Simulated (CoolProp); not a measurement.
Saturation properties of R365MFC.

Model: reference Helmholtz-energy equation of state, Lemmon 2016, in CoolProp.

```csv
T (K),p (MPa),liquid density (kg/m³),vapour density (kg/m³),enthalpy of vaporisation (kJ/kg),surface tension (mN/m)
353.1,0.3513,1130,19.90,166.8,9.13
362,0.4447,1106,(withheld),161.3,8.22
370.8,0.5545,1082,(withheld),155.6,7.34
379.7,0.6854,1056,38.91,149.5,6.46
388.5,0.8366,1029,47.94,143.0,5.61
397.4,1.014,1000,58.96,135.9,4.78
406.2,1.216,969.0,(withheld),128.2,(withheld)
415.1,1.451,934.4,88.71,119.6,3.20
423.9,1.717,896.1,109.1,110.0,2.46
432.8,2.024,851.6,135.8,98.60,1.74
441.6,2.370,798.6,171.6,84.83,1.09
```

Q: Complete the blanks.

A: 
- 362, vapour density (kg/m³): 25.11
- 370.8, vapour density (kg/m³): 31.34
- 406.2, vapour density (kg/m³): 72.22
- 406.2, surface tension (mN/m): 3.98

It boils at 313.3 K under 1 atm.

Surface tension comes from a separate correlation (Mulero 2012).
